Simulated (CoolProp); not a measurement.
Hydrogen chloride along the isobar 6580 kPa: fugacity coefficient from the reference equation and from simpler models built on Tc = 324.7 K, pc = 8314 kPa, ω = 0.130; each cubic takes its own stable root.

The numbers come from the reference Helmholtz-energy equation of state, Thol 2018 in CoolProp.

| T (K) | phase | reference | van der Waals | Redlich-Kwong | Soave-Redlich-Kwong |
|---|---|---|---|---|---|
| 207 | liquid | 0.04290 | 0.1647 | 0.05201 | 0.04336 |
| 210.4 | liquid | 0.04966 | 0.1781 | 0.06026 | 0.05043 |
| 213.8 | liquid | 0.05717 | 0.1921 | 0.06938 | ___ |
| 217.2 | liquid | 0.06545 | 0.2066 | 0.07940 | 0.06704 |
| 220.6 | liquid | 0.07456 | 0.2217 | 0.09035 | 0.07666 |
| 224 | liquid | 0.08453 | 0.2373 | 0.1023 | 0.08722 |
| 227.4 | liquid | 0.09538 | ___ | 0.1152 | ___ |
| 230.8 | liquid | 0.1071 | 0.2701 | 0.1290 | 0.1113 |
| 234.2 | liquid | 0.1199 | 0.2873 | 0.1439 | 0.1249 |
| 237.6 | liquid | 0.1335 | 0.3049 | 0.1598 | ___ |
| 241 | liquid | 0.1482 | 0.3230 | 0.1768 | 0.1552 |
| 244.4 | liquid | 0.1639 | 0.3416 | 0.1947 | 0.1720 |
| 247.8 | liquid | 0.1806 | 0.3605 | 0.2136 | 0.1899 |
| 251.2 | liquid | 0.1983 | 0.3799 | 0.2335 | 0.2089 |
| 254.6 | liquid | ___ | 0.3996 | 0.2544 | 0.2290 |
| 258 | liquid | ___ | 0.4197 | 0.2763 | 0.2501 |

Q: Complete the blanks.

A: 
- 213.8, Soave-Redlich-Kwong: 0.05831
- 227.4, van der Waals: 0.2535
- 227.4, Soave-Redlich-Kwong: 0.09875
- 237.6, Soave-Redlich-Kwong: 0.1395
- 254.6, reference: 0.2171
- 258, reference: 0.2368
